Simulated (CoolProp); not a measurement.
Chlorine along the isotherm 221.7 K: density (kg/m³) from the reference equation and from simpler models built on Tc = 416.9 K, pc = 7.642 MPa, ω = 0.070; each cubic takes its own stable root.

Values from CoolProp's reference Helmholtz-energy equation of state, Thol 2021.

```csv
p (MPa),phase,reference
1.54,liquid,1614
3.08,liquid,1616
4.62,liquid,1618
6.15,liquid,1620
7.69,liquid,1622
9.23,liquid,1624
10.8,liquid,1626
12.3,liquid,1628
13.8,liquid,1630
15.4,liquid,1633
16.9,liquid,1634
18.5,liquid,1637
20,liquid,1638
```

Question: How far does each simpler model (van der Waals, Soave-Redlich-Kwong) lie from the reference over these 13 states: mean and median of the absolute difference, and the worst?

Answer: 
- van der Waals: mean 36.8 %, median 36.8 %, worst -37.5 % at 221.7 K and 1.54 MPa
- Soave-Redlich-Kwong: mean 7.7 %, median 7.7 %, worst -7.9 % at 221.7 K and 1.54 MPa
